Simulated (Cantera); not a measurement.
An adiabatic, constant-volume homogeneous reactor starts with CO : H2 : CH4 : O2 : N2 = 1 : 0.67 : 1.4 : 2.27 : 8.86 (molar parts), at 1375 K and 1.00 bar.

Detailed kinetics in Cantera: GRI-Mech 3.0 (53 species, 325 reactions).

Question: Predict: time of steepest temperature rise; temperature at 0.500 s; equilibrium temperature; x(CO) at 0.500 s; x(H2) at 0.500 s; x(HO2) at 0.500 s; x(H) at 0.500 s; x(NO2) at 0.500 s.

Answer: 
```json
{
  "time_of_steepest_temperature_rise": "0.729 ms",
  "temperature at 0.500 s": "2866 K",
  "equilibrium_temperature": "2866 K",
  "x(CO) at 0.500 s": "0.121 (gas-phase equilibrium 0.121)",
  "x(H2) at 0.500 s": "0.0663 (gas-phase equilibrium 0.0663)",
  "x(HO2) at 0.500 s": "1.39e-6 (gas-phase equilibrium 1.39e-6)",
  "x(H) at 0.500 s": "0.0179 (gas-phase equilibrium 0.0179)",
  "x(NO2) at 0.500 s": "2.86e-7 (gas-phase equilibrium 2.86e-7)"
}
```
